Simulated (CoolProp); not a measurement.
Saturation properties of R152A (Tc = 386.4 K, pc = 4.517 MPa, ω = 0.275).

Values from CoolProp's reference Helmholtz-energy equation of state, Outcalt 1996. It is a modified Benedict-Webb-Rubin equation, recast in Helmholtz form.

```csv
T (K),p (MPa),vapour density (kg/m³),liquid conductivity (mW/(m K))
211.1,0.01315,0.4999,145
215,0.01686,0.6306,143
218.9,0.02139,0.7878,140
222.8,0.02688,0.9752,138
226.7,0.03347,1.197,136
230.6,0.04132,1.457,134
234.5,0.05059,1.761,132
238.4,0.06148,2.113,130
242.3,0.07416,2.519,128
246.2,0.08885,2.984,126
250.1,0.1058,3.515,124
254,0.1251,4.117,122
257.9,0.1472,4.798,120
261.8,0.1721,5.565,118
```

It boils at 249.1 K under 1 atm.

Thermal conductivity comes from a separate model (Krauss 1996).
